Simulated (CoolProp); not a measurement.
Vapour-liquid equilibrium of R125 (1) + R227EA (2) at 451 kPa; x and y are mole fractions of (1).

Model: multi-fluid Helmholtz-energy mixture model, Lemmon 2005 and Lemmon 2016; pair parameters Bell 2016, in CoolProp.

| x | bubble temperature (K) | y at the bubble point | dew temperature at overall composition x (K) | liquid density (mol/L) |
|---|---|---|---|---|
| 0.05 | 295.1 | 0.118 | 296.7 | 8.321 |
| 0.15 | 289.8 | 0.317 | 294.3 | 8.629 |
| 0.25 | … | 0.475 | 291.6 | 8.938 |
| 0.35 | 280.7 | 0.601 | 288.9 | 9.249 |
| 0.45 | 276.8 | … | 285.8 | 9.565 |
| 0.55 | 273.4 | 0.781 | 282.5 | 9.885 |
| 0.65 | 270.2 | 0.846 | 278.9 | 10.21 |
| 0.75 | 267.4 | 0.900 | 274.8 | 10.55 |
| 0.85 | 264.7 | 0.945 | 270.0 | … |
| 0.95 | 262.3 | 0.983 | 264.4 | 11.25 |

### Question
Complete the blanks.

### Answer

- 0.25, bubble temperature (K): 285.0
- 0.45, y at the bubble point: 0.701
- 0.85, liquid density (mol/L): 10.89

No azeotrope shows between x = 0.05 and 0.95.

Pair parameters are fitted to limited data, so mixtures are less certain than the pure fluids.
